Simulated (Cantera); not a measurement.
Charge: 1 mol C3H8, 5.5 mol CO2, 72 mol H2, 0.028 mol O2, held at 0.0100 bar.

Cantera equilibrium calculation (NASA polynomials, part measured and part estimated; ideal gas, pure solids and liquids). Candidate condensed phases: C, C6H6, C7H8, C8H18, H2O; 110 gas species. Rates play no part. All values below are at 1223 K.

Base state: H2 0.871, CO 0.0984, H2O 0.0281, CO2 0.00217 (mole fractions); condensed: gas only.

**Question.** What changes in the equilibrium state with this change: O2 from 0.028 to 1.5 mol?

**Answer.** 
```json
[
 {"species": "H2", "before": "0.871", "after": "0.839"},
 {"species": "CO", "before": "0.0984", "after": "0.0959"},
 {"species": "H2O", "before": "0.0281", "after": "0.0604"},
 {"species": "CO2", "before": "0.00217", "after": "0.00472"}
]
```
